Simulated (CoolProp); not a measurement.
Saturation properties of tetradecamethylhexasiloxane (MD4M).

The numbers come from the reference Helmholtz-energy equation of state, Thol 2019 in CoolProp.

```json
[
 {"T (K)": "479.2", "p (kPa)": "26.07", "liquid density (kg/m³)": "703.0", "enthalpy of vaporisation (kJ/kg)": "115.7", "liquid cp (kJ/(kg K))": "2.094", "vapour Z": "0.9553", "surface tension (mN/m)": "7.00"},
 {"T (K)": "490.9", "p (kPa)": "[?]", "liquid density (kg/m³)": "[?]", "enthalpy of vaporisation (kJ/kg)": "111.8", "liquid cp (kJ/(kg K))": "2.116", "vapour Z": "0.9429", "surface tension (mN/m)": "6.38"},
 {"T (K)": "502.6", "p (kPa)": "49.47", "liquid density (kg/m³)": "675.8", "enthalpy of vaporisation (kJ/kg)": "107.9", "liquid cp (kJ/(kg K))": "2.139", "vapour Z": "0.9282", "surface tension (mN/m)": "5.78"},
 {"T (K)": "514.3", "p (kPa)": "66.16", "liquid density (kg/m³)": "661.6", "enthalpy of vaporisation (kJ/kg)": "[?]", "liquid cp (kJ/(kg K))": "2.163", "vapour Z": "0.9110", "surface tension (mN/m)": "5.19"},
 {"T (K)": "526", "p (kPa)": "86.97", "liquid density (kg/m³)": "646.8", "enthalpy of vaporisation (kJ/kg)": "99.77", "liquid cp (kJ/(kg K))": "2.186", "vapour Z": "0.8913", "surface tension (mN/m)": "4.61"},
 {"T (K)": "537.7", "p (kPa)": "112.6", "liquid density (kg/m³)": "631.4", "enthalpy of vaporisation (kJ/kg)": "95.47", "liquid cp (kJ/(kg K))": "2.211", "vapour Z": "0.8686", "surface tension (mN/m)": "4.06"},
 {"T (K)": "549.4", "p (kPa)": "143.7", "liquid density (kg/m³)": "615.3", "enthalpy of vaporisation (kJ/kg)": "90.98", "liquid cp (kJ/(kg K))": "[?]", "vapour Z": "[?]", "surface tension (mN/m)": "3.52"},
 {"T (K)": "561.1", "p (kPa)": "181.1", "liquid density (kg/m³)": "598.3", "enthalpy of vaporisation (kJ/kg)": "86.23", "liquid cp (kJ/(kg K))": "2.265", "vapour Z": "0.8136", "surface tension (mN/m)": "3.00"},
 {"T (K)": "572.8", "p (kPa)": "225.8", "liquid density (kg/m³)": "580.1", "enthalpy of vaporisation (kJ/kg)": "81.18", "liquid cp (kJ/(kg K))": "2.296", "vapour Z": "0.7806", "surface tension (mN/m)": "2.50"},
 {"T (K)": "584.6", "p (kPa)": "279.1", "liquid density (kg/m³)": "560.3", "enthalpy of vaporisation (kJ/kg)": "[?]", "liquid cp (kJ/(kg K))": "2.332", "vapour Z": "0.7428", "surface tension (mN/m)": "2.03"},
 {"T (K)": "596.3", "p (kPa)": "341.3", "liquid density (kg/m³)": "538.6", "enthalpy of vaporisation (kJ/kg)": "69.66", "liquid cp (kJ/(kg K))": "2.375", "vapour Z": "0.7001", "surface tension (mN/m)": "[?]"},
 {"T (K)": "608", "p (kPa)": "414.2", "liquid density (kg/m³)": "514.3", "enthalpy of vaporisation (kJ/kg)": "62.90", "liquid cp (kJ/(kg K))": "2.433", "vapour Z": "0.6513", "surface tension (mN/m)": "[?]"},
 {"T (K)": "619.7", "p (kPa)": "499.3", "liquid density (kg/m³)": "485.7", "enthalpy of vaporisation (kJ/kg)": "55.04", "liquid cp (kJ/(kg K))": "2.521", "vapour Z": "0.5949", "surface tension (mN/m)": "0.780"}
]
```

Task: Complete the blanks.

Result: 
- 490.9, p (kPa): 36.29
- 490.9, liquid density (kg/m³): 689.6
- 514.3, enthalpy of vaporisation (kJ/kg): 103.9
- 549.4, liquid cp (kJ/(kg K)): 2.237
- 549.4, vapour Z: 0.8429
- 584.6, enthalpy of vaporisation (kJ/kg): 75.67
- 596.3, surface tension (mN/m): 1.58
- 608, surface tension (mN/m): 1.16

It boils at 532.8 K under 1 atm.

Surface tension comes from a separate correlation (Mulero 2014), older than this fluid's equation and unchecked against measurements.
